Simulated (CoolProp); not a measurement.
Vapour-liquid equilibrium of R124 (1) + R142b (2) at 0.518 bar; x and y are mole fractions of (1).

Model: multi-fluid Helmholtz-energy mixture model, de Vries 1995 and Lemmon 2006; pair parameters Bell 2016, in CoolProp.

Problem. Give the bubble temperature and the first vapour's composition at x = 0.45, 0.75, 0.95. Is there an azeotrope?

Solution. x = 0.45: 248.0 K, y = 0.470; x = 0.75: 247.2 K, y = 0.776; x = 0.95: 246.5 K, y = 0.959. No azeotrope shows between x = 0.05 and 0.95.

The pair parameters rest on a limited set of measurements; away from them the model extrapolates.
